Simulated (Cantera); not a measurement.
Cantera run, input and output.

```python
import numpy as np
import cantera as ct

gas = ct.Solution("gri30.yaml")
gas.TPX = 1125, 1600, {'H2': 0.076, 'O2': 1, 'N2': 0.12}
inlet = ct.Reservoir(gas, clone=True)

reactor = ct.IdealGasConstPressureReactor(gas, energy="off", clone=False)
exhaust = ct.Reservoir(gas, clone=True)
tau = [5.8, 2.6, 1.2, 0.52, 0.23, 0.1, 0.047, 0.021, 0.0094, 0.0042, 0.0019][0]
for a, b in ((inlet, reactor), (reactor, exhaust)):
    ct.MassFlowController(a, b, mdot=lambda t: reactor.mass / tau)
net = ct.ReactorNet([reactor])
show = ['H2', 'O2', 'OH', 'H2O2', 'NO', 'H']

rows = []
print(f"{'tau/s':>10s}{'T/K':>9s}" + "".join(f"{s:>11s}" for s in show))
for tau in [5.8, 2.6, 1.2, 0.52, 0.23, 0.1, 0.047, 0.021, 0.0094, 0.0042, 0.0019]:
    net.initial_time = 0.0
    net.advance(30 * tau)
    before = gas.X
    net.advance(40 * tau)
    drift = np.max(np.abs(gas.X - before) / (gas.X + 1e-9))
    rows.append([gas.T, *gas[show].X, drift])
    print(f"{tau:10.3e}{gas.T:9.1f}" + "".join(f"{x:11.3e}" for x in gas[show].X))
```

It prints:

```
     tau/s      T/K         H2         O2         OH       H2O2         NO          H
 5.800e+00   1125.0  8.769e-05  8.300e-01  4.416e-04  8.803e-08  8.155e-09  3.325e-05
 2.600e+00   1125.0  1.430e-04  8.295e-01  5.788e-04  1.044e-07  9.444e-09  7.365e-05
 1.200e+00   1125.0  2.274e-04  8.288e-01  7.518e-04  1.203e-07  1.251e-08  1.575e-04
 5.200e-01   1125.0  3.729e-04  8.275e-01  9.977e-04  1.369e-07  1.855e-08  3.544e-04
 2.300e-01   1125.0  6.006e-04  8.255e-01  1.313e-03  1.519e-07  2.778e-08  7.668e-04
 1.000e-01   1125.0  9.732e-04  8.224e-01  1.727e-03  1.660e-07  4.034e-08  1.629e-03
 4.700e-02   1125.0  1.505e-03  8.184e-01  2.192e-03  1.780e-07  5.198e-08  3.065e-03
 2.100e-02   1125.0  2.405e-03  8.131e-01  2.776e-03  1.922e-07  5.846e-08  5.526e-03
 9.400e-03   1125.0  3.893e-03  8.078e-01  3.435e-03  2.134e-07  5.231e-08  8.789e-03
 4.200e-03   1125.0  6.506e-03  8.045e-01  4.145e-03  2.489e-07  3.535e-08  1.205e-02
 1.900e-03   1125.0  1.119e-02  8.045e-01  4.815e-03  3.004e-07  1.790e-08  1.402e-02
```

Computed with Cantera and GRI-Mech 3.0 (53 species, 325 reactions). Radical loss at walls, strong at low pressure, is not modelled. The temperature is held fixed by assumption; the heat of reaction is taken as removed at once.
